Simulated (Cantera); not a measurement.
## Ignition delay

Mixture: CH4 : C2H6 : C3H8 : O2 : N2 = 1 : 0.044 : 0.1 : 2.82 : 18.1 (molar parts), at 0.350 bar, adiabatic and at constant volume. Ignition delay is the time to a rise of 400 K.

Detailed kinetics in Cantera: GRI-Mech 3.0 (53 species, 325 reactions).

| T0 (K) | delay (ms) |
|---|---|
| 1198 | 22.7 |
| 1298 | 4.48 |
| 1398 | 1.22 |
| 1498 | 0.446 |
| 1598 | 0.209 |
| 1698 | 0.118 |

- apparent activation energy between 1498 and 1698 K: 140 kJ/mol
